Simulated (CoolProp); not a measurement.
A single-stage vapour-compression cycle with the fluid: evaporating at 273.15 K (dew point), condensing at 325.15 K (bubble point), superheat 8 K, subcooling 2 K, compressor efficiency 0.8, no pressure losses. The same conditions are run with several fluids, on thermodynamics alone (safety and materials aside).

Computed with CoolProp (reference Helmholtz-energy equation of state of each fluid (R410A: Lemmon 2003; R245ca: Zhou 2016; n-pentane: Thol 2019; R143a: Lemmon and Jacobsen 2000; n-perfluorobutane: Gao 2022; n-perfluoropentane: Gao 2022)). Blends and air are pseudo-pure fits.

| fluid | cooling COP | pressure ratio | discharge temperature (K) | refrigerating effect (kJ/kg) | volumetric capacity (kJ/m³) |
|---|---|---|---|---|---|
| R410A | 2.85 | 4.03 | 363.0 | 145 | 4190 |
| R245ca | 3.42 | 7.53 | 335.6 | 156 | 310 |
| n-pentane | 3.46 | 6.92 | 332.5 | 282 | 216 |
| R143a | 2.78 | 3.89 | 345.9 | 113 | 2930 |
| n-perfluorobutane | 2.52 | 5.33 | 325.1 | 46.3 | 542 |
| n-perfluoropentane | 2.77 | 7.24 | 325.1 | 52.5 | 198 |

The compression ends wet for: n-perfluorobutane; n-perfluoropentane.
